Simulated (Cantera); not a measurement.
Thermodynamics of aluminium and copper etching, feed Cu + HF

Charge: 1 mol Cu, 2 mol HF, held at 0.133 bar.

Equilibrium computed with Cantera from the NASA thermochemical tables; the gas is ideal and each condensed phase is pure. Candidate condensed phases: Cu, CuF2; 15 gas species. Equilibrium is a limit: real reactors are often held back by kinetics, nucleation or transport.

From 825 °C to 1050 °C the condensed part is Cu(s). From 1125 °C to 1275 °C the condensed part is Cu(l). The main Cu-bearing gas is CuF throughout.

```csv
T (°C),x HF,x CuF,x H2,x Cu,x H2F2,x H,x CuF2,x F,n Cu(s),n Cu(l)
825,1.000,9.97e-6,5.06e-6,4.18e-9,3.85e-6,1.52e-10,7.52e-8,1.58e-11,1.000,0
900,1.000,3.29e-5,1.66e-5,4.28e-8,3.16e-6,1.32e-9,1.59e-7,1.07e-10,1.000,0
975,1.000,9.38e-5,4.72e-5,3.30e-7,2.66e-6,8.79e-9,3.07e-7,5.76e-10,1.000,0
1050,1.000,0.000237,0.000119,2.01e-6,2.28e-6,4.74e-8,5.49e-7,2.57e-9,1.000,0
1125,0.999,0.000528,0.000265,9.73e-6,2.00e-6,2.11e-7,9.13e-7,9.93e-9,0,0.999
1200,0.998,0.00106,0.000532,3.88e-5,1.77e-6,7.99e-7,1.43e-6,3.38e-8,0,0.998
1275,0.997,0.00199,0.000997,0.000135,1.59e-6,2.66e-6,2.13e-6,1.02e-7,0,0.996
```
x: gas mole fraction; n: condensed amount in mol.
